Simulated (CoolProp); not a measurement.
Isopentane along the isobar 13 MPa: density (kg/m³) from the reference equation and from simpler models built on Tc = 460.3 K, pc = 3.378 MPa, ω = 0.227; each cubic takes its own stable root.

Model: reference Helmholtz-energy equation of state, Lemmon 2006, in CoolProp. It is a short technical equation, of lower accuracy than the large ones.

```tsv
T (K)	phase	reference
271.9	liquid	654.2
292.6	liquid	636.2
313.3	liquid	617.9
334.1	liquid	598.9
354.8	liquid	579.3
375.6	liquid	558.8
396.3	liquid	537.4
417	liquid	514.9
437.8	liquid	490.9
458.5	liquid	465.6
479.3	supercritical	438.6
500	supercritical	410.2
```

Task: How far does each simpler model (van der Waals, Peng-Robinson) lie from the reference over these 12 states: mean and median of the absolute difference, and the worst?

Result: 
- van der Waals: mean 31.0 %, median 32.0 %, worst -35.8 % at 271.9 K and 13 MPa
- Peng-Robinson: mean 4.5 %, median 5.4 %, worst +6.1 % at 334.1 K and 13 MPa
